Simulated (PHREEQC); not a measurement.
Acid rinse or clean: an equilibrium model

Solution (25 °C): 0.038 mol HNO3, 0.091 mol ZnSO4 and 0.00065 mol MnSO4 per kg of water. Closed to the air; pH follows from the charge balance.

Equilibrium calculation in PHREEQC: ion-association model, wateq4f.dat.

Each row changes one thing in this solution. This is a speciation only: nothing precipitates in the calculation.

| case | pH | ionic strength (mol/kgw) | HSO4- (mol/kgw) | Zn(SO4)2-2 (mol/kgw) | Mn+2 (mol/kgw) | MnSO4 (mol/kgw) | SI of Goslarite (ZnSO4:7H2O) | SI of Zincite(c) (ZnO) |
|---|---|---|---|---|---|---|---|---|
| as made | 1.79 | 0.217 | 0.0177 | 0.00706 | 0.000451 | 0.000199 | -1.91 | -9.33 |
| 0.003 mol/kgw Na2CO3 added | 1.87 | 0.218 | 0.0152 | 0.00743 | (withheld) | 0.000203 | -1.90 | -9.17 |
| MnSO4 from 0.00065 to 0.000325 mol/kgw | 1.79 | 0.216 | 0.0177 | 0.00703 | 0.000225 | 9.94e-5 | -1.91 | -9.33 |
| HNO3 from 0.038 to 0.019 mol/kgw | 2.12 | 0.198 | 0.00943 | 0.00848 | 0.000428 | 0.000221 | -1.87 | -8.70 |
| HNO3 from 0.038 to 0.0418 mol/kgw | 1.75 | 0.220 | 0.0192 | 0.00681 | (withheld) | 0.000195 | -1.92 | (withheld) |

Task: Fill in the missing entries.

Result: 
- 0.003 mol/kgw Na2CO3 added, Mn+2 (mol/kgw): 0.000446
- HNO3 from 0.038 to 0.0418 mol/kgw, Mn+2 (mol/kgw): 0.000455
- HNO3 from 0.038 to 0.0418 mol/kgw, SI of Zincite(c) (ZnO): -9.41
